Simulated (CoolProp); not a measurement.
Saturation properties of p-xylene (Tc = 616.2 K, pc = 3532 kPa, ω = 0.324).

Model: reference Helmholtz-energy equation of state, Zhou 2012, in CoolProp.

```
T (K)  p (kPa)  liquid density (kg/m³)  vapour density (kg/m³)  liquid cp (kJ/(kg K))
-----  -------  ----------------------  ----------------------  ---------------------
480.3    473.6                   678.3                   14.54                  2.390
482.8    496.3                   675.3                   15.24                  2.402
485.3    519.8                   672.2                   15.96                  2.413
487.8    544.1                   669.2                   16.71                  2.424
490.3    569.3                   666.1                   17.49                  2.436
492.8    595.4                   662.9                   18.30                  2.448
495.3    622.4                   659.7                   19.14                  2.460
497.9    651.4                   656.4                   20.05                  2.472
500.4    680.2                   653.2                   20.96                  2.485
502.9    710.0                   649.9                   21.91                  2.497
505.4    740.8                   646.5                   22.89                  2.510
```

It boils at 411.5 K under 1 atm.
